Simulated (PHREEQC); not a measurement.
Solution (35 °C): 0.9 mol/kgw CaCl2, 0.04 mol/kgw BaCl2 and 1.9 mol/kgw MgCl2. Closed to the air; pH follows from the charge balance.

The numbers come from PHREEQC with the Pitzer model, pitzer.dat.

- ionic strength: 8.52 mol/kgw
- activity of water: 0.761
- density: 1.195 g/cm³
- osmotic coefficient: 1.781

```json
[
 {"species": "Cl-", "molality": "5.68", "activity": "3.89", "log γ": "-0.164"},
 {"species": "Mg+2", "molality": "1.90", "activity": "17.9", "log γ": "0.973"},
 {"species": "Ca+2", "molality": "0.900", "activity": "4.71", "log γ": "0.718"},
 {"species": "Ba+2", "molality": "0.0400", "activity": "0.0536", "log γ": "0.127"},
 {"species": "H+", "molality": "2.31e-6", "activity": "2.25e-5", "log γ": "0.989"},
 {"species": "MgOH+", "molality": "2.28e-6", "activity": "2.18e-6", "log γ": "-0.020"},
 {"species": "OH-", "molality": "3.38e-8", "activity": "7.06e-10", "log γ": "-1.680"}
]
```

Precipitation was switched off in this run. Complexes and solids missing from the database can't appear.
